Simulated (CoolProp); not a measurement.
Model: reference Helmholtz-energy equation of state, Thol 2019, in CoolProp.

Give the vapour pressure (kPa), vapour density (kg/m³), liquid viscosity (µPa s), vapour viscosity (µPa s) of saturated n-pentane at 86.05 °C.


| T (°C) | p (kPa) | vapour density (kg/m³) | liquid viscosity (µPa s) | vapour viscosity (µPa s) |
|---|---|---|---|---|
| 86.05 | 428 | 11.8 | 97.6 | 7.77 |

Viscosity comes from a separate model (Quiñones-Cisneros 2006), older than the equation that it now runs on, and unchecked against measurements.
